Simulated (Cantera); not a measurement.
Feed: 1 mol CO, 0.014 mol O2, equilibrated at 2450 K and 360 Torr.

These are equilibrium values from Cantera (NASA tables, ideal gas, pure condensed phases), not measurements of a reactor. Candidate condensed phases: C; 12 gas species. Equilibrium is a limit: real reactors are often held back by kinetics, nucleation or transport.

Base state: CO 0.972, CO2 0.0280, O 1.90e-5 (mole fractions); condensed: gas only.

Q: What changes in the equilibrium state with this change: 0.0059 mol NH3 added?

A: 
```
species   before    after
-------  -------  -------
CO         0.972    0.961
CO2       0.0280   0.0265
H2             0  0.00646
N2             0  0.00291
H              0  0.00233
H2O            0  0.00108
OH             0  7.60e-5
O        1.90e-5  1.82e-5
```
Further candidate phases: C6H6, C7H8, C8H18, H2O.
